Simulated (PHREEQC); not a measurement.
A solution holds 7.4 mmol/kgw LiCl, 100 mmol/kgw Na2SO4 and 4.9 mmol/kgw NaCl, at 25 °C. Closed to the air; pH follows from the charge balance.

All values are PHREEQC results (Pitzer model, pitzer.dat), not measurements.

### Question
The ionic strength comes out as 0.312 mol/kgw. What activity coefficients do SO4-2, Li+, Na+, Cl- get?

### Answer
SO4-2 0.20, Li+ 0.69, Na+ 0.66, Cl- 0.68. Single-ion values are on the MacInnes scale.

No solid was allowed to form.
